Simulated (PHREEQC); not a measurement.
Solution (20 °C): 0.074 mol HF and 0.023 mol NaF per kg of water. Closed to the air; pH follows from the charge balance.

Model: ion-association model, phreeqc.dat, run in PHREEQC.

This is a speciation only: nothing precipitates in the calculation.

### Question
Order these F species by the share of F that they hold, largest first: HF2-, NaF, F-, HF.

### Answer
HF (68 %), F- (21 %), HF2- (10 %), NaF (0.21 %)

The pH is 2.57 and the ionic strength 0.0259 mol/kgw. Complexes and solids missing from the database can't appear.
